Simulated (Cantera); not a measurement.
Feed: 1 mol trisilylamine, 1.7 mol NH₃, 81 mol H₂, held at 24.0 Pa.

Equilibrium computed with Cantera from the NASA thermochemical tables; the gas is ideal and each condensed phase is pure. Candidate condensed phases: Si, Si₃N₄; 18 gas species. The feed counts by its element totals alone. Mutual solubility and eutectic melting of coexisting phases are not modelled. Gases not in the tables: Si₂H₆ and higher silanes. Kinetics and transport are ignored.

Which condensed phases are stable at each of these points (T (°C)): 875, 925, 975, 1025, 1075, 1125, 1175, 1225, 1275, 1325, 1375, 1425, 1475, 1525?


```json
[
 {"T (°C)": "875", "condensed phases": "Si(s) + Si₃N₄(s)", "Si condensed (%)": "100.0"},
 {"T (°C)": "925", "condensed phases": "Si(s) + Si₃N₄(s)", "Si condensed (%)": "100.0"},
 {"T (°C)": "975", "condensed phases": "Si(s) + Si₃N₄(s)", "Si condensed (%)": "100.0"},
 {"T (°C)": "1025", "condensed phases": "Si(s) + Si₃N₄(s)", "Si condensed (%)": "100.0"},
 {"T (°C)": "1075", "condensed phases": "Si(s) + Si₃N₄(s)", "Si condensed (%)": "100.0"},
 {"T (°C)": "1125", "condensed phases": "Si(s)", "Si condensed (%)": "100.0"},
 {"T (°C)": "1175", "condensed phases": "Si(s)", "Si condensed (%)": "100.0"},
 {"T (°C)": "1225", "condensed phases": "Si(s)", "Si condensed (%)": "99.9"},
 {"T (°C)": "1275", "condensed phases": "Si(s)", "Si condensed (%)": "99.6"},
 {"T (°C)": "1325", "condensed phases": "Si(s)", "Si condensed (%)": "98.8"},
 {"T (°C)": "1375", "condensed phases": "Si(s)", "Si condensed (%)": "96.6"},
 {"T (°C)": "1425", "condensed phases": "Si(l)", "Si condensed (%)": "91.4"},
 {"T (°C)": "1475", "condensed phases": "Si(l)", "Si condensed (%)": "80.9"},
 {"T (°C)": "1525", "condensed phases": "Si(l)", "Si condensed (%)": "59.2"}
]
```

From 875 °C to 1075 °C the condensed part is Si(s) + Si₃N₄(s). From 1125 °C to 1375 °C the condensed part is Si(s). From 1425 °C to 1525 °C the condensed part is Si(l).
